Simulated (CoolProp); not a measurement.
Model: reference Helmholtz-energy equation of state, Lemmon 2006, in CoolProp. It is a short technical equation, of lower accuracy than the large ones.

**Question.** For carbonyl sulfide, give the phase and the Z, fugacity coefficient at 386.9 K and 2130 kPa; 475.3 K and 9490 kPa; 242.5 K and 8490 kPa.

**Answer.** 
- 386.9 K and 2130 kPa: gas; Z 0.886, fugacity coefficient 0.897
- 475.3 K and 9490 kPa: supercritical; Z 0.737, fugacity coefficient 0.775
- 242.5 K and 8490 kPa: liquid; Z 0.221, fugacity coefficient 0.0321
